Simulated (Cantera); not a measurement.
Charge: 1 mol B₂O₃, 1.8 mol H₂O, 25 mol H₂, equilibrated at 28.0 mbar.

Cantera equilibrium calculation (NASA polynomials, part measured and part estimated; ideal gas, pure solids and liquids). Candidate condensed phases: B, B₂O₃, B₃O₃H₃, H₂O; 23 gas species. Gases not in the tables: H₃BO₃. Equilibrium is a limit: real reactors are often held back by kinetics, nucleation or transport.

log p: log10 of the partial pressure in bar; n: condensed amount in mol.

| T (K) | log p H₂ | log p H₂O | log p HBO₂ | log p H | log p HBO | n B₂O₃(l) |
|---|---|---|---|---|---|---|
| 848 | -1.58 | -2.73 | -7.59 | -11.51 | -12.85 | 0.992 |
| 1048 | -1.58 | -2.73 | -5.53 | -8.90 | -9.40 | 0.996 |
| 1248 | -1.58 | -2.73 | [?] | [?] | [?] | 0.966 |
| 1448 | -1.59 | -2.81 | -3.23 | -5.83 | -5.42 | 0.703 |
| 1648 | -1.60 | -3.00 | -2.78 | [?] | [?] | 0 |
| 1848 | -1.60 | -2.96 | -2.81 | -4.08 | -3.96 | 0 |
| 2048 | -1.61 | -2.92 | -2.85 | -3.45 | -3.73 | 0 |
| 2248 | -1.63 | -2.87 | -2.91 | -2.95 | -3.59 | 0 |

Problem. Fill in the missing entries.

Solution. 
- 1648, log p H: -4.85
- 1648, log p HBO: -4.28
- 1248, log p HBO₂: -4.16
- 1248, log p H: -7.12
- 1248, log p HBO: -7.09
